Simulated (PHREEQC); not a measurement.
Nickel, zinc or cadmium bath (model solution)

Make-up at 25 °C: 0.14 mol NiCl2, 0.07 mol H3BO3 and 0.024 mol HBr per kg of water. Closed to the air; pH follows from the charge balance.

All values are PHREEQC results (ion-association model, wateq4f.dat), not measurements.

No solid was allowed to form.

### Question
What pH, activity of water does the model give?

### Answer
pH 1.73; activity of water 0.991.

### Question
In which forms is Ni present?

### Answer
Ni+2 80 %, NiCl+ 13 %, NiCl2 5.1 %, NiBr+ 1.6 % of the Ni.

Species that the database lacks are ignored.
